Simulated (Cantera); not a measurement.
Input (Python, Cantera):

```python
import numpy as np
import cantera as ct

gas = ct.Solution("h2o2.yaml")
gas.TPX = 675, 130000, {'H2': 1, 'O2': 0.25, 'N2': 0.94}
flame = ct.FreeFlame(gas, width=0.033)
flame.set_refine_criteria(ratio=3, slope=0.08, curve=0.16)
flame.transport_model = "mixture-averaged"
flame.solve(loglevel=0, auto=True)
z, T = flame.grid, flame.T
thick = (T[-1] - T[0]) / np.gradient(T, z).max()
show = ['H2', 'O2', 'O', 'OH', 'HO2', 'H2O']
print(f"laminar burning velocity  {flame.velocity[0] * 100:.3f} cm/s")
print(f"burnt temperature         {T[-1]:.1f} K")
print(f"thermal thickness         {thick * 1e3:.4f} mm")
print(f"grid points               {len(z)}")
z0 = z[flame.heat_release_rate.argmax()]
print(f"{'z/mm':>9s}{'T/K':>9s}{'u/(m/s)':>9s}" + "".join(f"{s:>11s}" for s in show))
rows = []
for k in (-3, -2, -1.5, -1, -0.5, -0.25, 0, 0.25, 0.5, 1, 2, 4, 8):
    zz = z0 + k * thick
    rows.append([k * thick, np.interp(zz, z, T), np.interp(zz, z, flame.velocity),
                 *(np.interp(zz, z, flame.X[gas.species_index(s)]) for s in show)])
    print(f"{rows[-1][0] * 1e3:9.3f}{rows[-1][1]:9.1f}{rows[-1][2]:9.3f}" + "".join(f"{x:11.3e}" for x in rows[-1][3:]))
```

Output:

```
laminar burning velocity  1136.213 cm/s
burnt temperature         2348.2 K
thermal thickness         0.3401 mm
grid points               129
     z/mm      T/K  u/(m/s)         H2         O2          O         OH        HO2        H2O
   -1.020    675.0   11.362  4.566e-01  1.142e-01  2.886e-16  2.191e-17  2.148e-12  5.751e-14
   -0.680    675.0   11.362  4.566e-01  1.142e-01  2.071e-13  1.716e-14  2.026e-10  1.127e-11
   -0.510    675.0   11.362  4.566e-01  1.142e-01  2.693e-11  2.552e-12  1.360e-08  8.207e-10
   -0.340    675.0   11.363  4.566e-01  1.142e-01  7.025e-09  1.583e-09  2.007e-06  2.209e-07
   -0.170    698.7   11.714  4.529e-01  1.139e-01  1.857e-05  8.353e-05  2.428e-04  1.278e-03
   -0.085    893.3   14.683  4.213e-01  1.077e-01  4.275e-04  6.291e-04  1.680e-04  1.952e-02
    0.000   1288.3   20.606  3.139e-01  6.710e-02  3.731e-03  2.775e-03  7.483e-05  1.055e-01
    0.085   1561.5   24.728  2.234e-01  1.643e-02  3.864e-03  4.994e-03  1.811e-05  2.031e-01
    0.170   1680.1   26.438  2.054e-01  3.466e-03  2.455e-03  5.561e-03  3.696e-06  2.299e-01
    0.340   1798.3   28.072  2.099e-01  9.879e-04  1.837e-03  6.041e-03  1.054e-06  2.367e-01
    0.680   1922.1   29.728  2.197e-01  6.467e-04  1.351e-03  6.094e-03  6.789e-07  2.401e-01
    1.361   2042.6   31.294  2.291e-01  3.950e-04  8.541e-04  5.564e-03  4.269e-07  2.439e-01
    2.721   2147.9   32.628  2.374e-01  2.071e-04  4.598e-04  4.552e-03  2.432e-07  2.479e-01
```

Model: the H2/O2 subset of GRI-Mech 3.0, which has no nitrogen chemistry, integrated in Cantera. Burning velocities carry a grid error of a few per cent, more on coarse grids.
